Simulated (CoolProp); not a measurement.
A Linde-Hampson liquefier for oxygen: isothermal reversible compression at 290 K from 1 atm to 40 MPa, throttling to 1 atm, return gas leaving the recuperator 10 K below the feed. Each further row changes one setting.

Computed with CoolProp (reference Helmholtz-energy equation of state, Schmidt 1985).

| case | liquid yield per pass | compression work (kJ/kg of gas) |
|---|---|---|
| as stated | [?] | 441 |
| high pressure 80 MPa | 0.149 | [?] |
| warm-end temperature 320 K | [?] | 493 |
| warm-end gap 15 K | [?] | 441 |

Question: Fill in the missing entries.

Answer: 
- as stated, liquid yield per pass: 0.150
- high pressure 80 MPa, compression work (kJ/kg of gas): 505
- warm-end temperature 320 K, liquid yield per pass: 0.111
- warm-end gap 15 K, liquid yield per pass: 0.140

Above 300 K oxygen's equation is extrapolated.
